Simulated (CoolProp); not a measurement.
Saturated liquid density (kg/m³) of the fluoroketone C6F12O (FK-5-1-12): the reference equation beside estimates from Tc = 441.8 K, pc = 1869 kPa, ω = 0.471. Rackett uses Z = 0.29056 − 0.08775 ω.

Computed with CoolProp (reference Helmholtz-energy equation of state, McLinden 2015).

| T (K) | reference | Rackett | van der Waals | Redlich-Kwong |
|---|---|---|---|---|
| 270.4 | 1683 | 1862 | 983.0 | 1445 |
| 273.1 | 1675 | ___ | 978.8 | ___ |
| 275.8 | 1668 | 1845 | ___ | 1430 |
| 278.5 | 1660 | 1836 | ___ | 1423 |
| 281.1 | 1653 | 1827 | 966.0 | 1415 |
| 283.8 | 1645 | ___ | 961.6 | 1408 |
| 286.5 | 1637 | 1808 | 957.2 | 1400 |
| 289.2 | 1629 | 1799 | 952.7 | 1392 |
| 291.9 | ___ | 1790 | 948.2 | 1384 |
| 294.6 | 1613 | 1780 | 943.6 | 1376 |
| 297.3 | 1605 | 1771 | ___ | 1368 |
| 300 | 1597 | 1761 | 934.3 | 1360 |
| 302.7 | 1588 | 1752 | 929.6 | 1351 |

Question: Fill in the missing entries.

Answer: 
- 273.1, Rackett: 1854
- 273.1, Redlich-Kwong: 1438
- 275.8, van der Waals: 974.5
- 278.5, van der Waals: 970.2
- 283.8, Rackett: 1818
- 291.9, reference: 1621
- 297.3, van der Waals: 939.0

Absolute difference from the reference over all 13 rows, mean and median: Rackett 10.5 and 10.4 %, van der Waals 41.5 and 41.5 %, Redlich-Kwong 14.5 and 14.5 %.
